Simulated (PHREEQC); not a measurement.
Solution (78 °C): 0.005 mol/kgw Li2CO3. Closed to the air; pH follows from the charge balance.

Computed with PHREEQC (ion-association model, wateq4f.dat).

```csv
quantity,before,after
pH,9.98,10.31
ionic strength (mol/kgw),0.0126,0.0134
CO3-2 (mol/kgw),0.00255,0.00336
HCO3- (mol/kgw),0.00245,0.00164
CO2 (mol/kgw),4.82e-7,1.37e-7
```

Name the change that produced these shifts.
(A) 0.0093 mol/kgw Na2CO3 added
(B) Li2CO3 from 0.005 to 0.0075 mol/kgw
(C) diluted 100-fold with water
(D) temperature from 78 to 55 °C
(E) temperature from 78 to 25 °C

D, temperature from 78 to 55 °C

This is a speciation only: nothing precipitates in the calculation. At this temperature some constants are extrapolated from 25 °C, and those without enthalpy data are left unchanged.
